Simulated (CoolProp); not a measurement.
Properties of oxygen along the isobar 10.3 bar (Tc = 154.6 K, pc = 50.46 bar, ω = 0.022).

Values from CoolProp's reference Helmholtz-energy equation of state, Schmidt 1985.

```tsv
T (K)	phase	cp (kJ/(kg K))	isothermal compressibility (1/MPa)	conductivity (mW/(m K))	fugacity coefficient
72.7	liquid	1.676	0.001236	176	0.01012
82.2	liquid	1.680	0.001559	163	0.04001
91.6	liquid	1.698	0.002006	149	0.1136
101.1	liquid	1.737	0.002676	136	0.2602
110.5	liquid	1.804	0.003739	122	0.5005
129.5	gas	1.135	1.133	13.1	0.8868
138.9	gas	1.077	1.091	13.9	0.9078
148.4	gas	1.039	1.063	14.6	0.9241
157.8	gas	1.014	1.044	15.4	0.9367
167.3	gas	0.9945	1.030	16.2	0.9469
176.7	gas	0.9805	1.020	17.0	0.9550
186.2	gas	0.9698	1.011	17.8	0.9618
195.7	gas	0.9614	1.005	18.5	0.9673
205.1	gas	0.9549	0.9997	19.3	0.9720
```

Thermal conductivity comes from a separate model (Lemmon 2004).
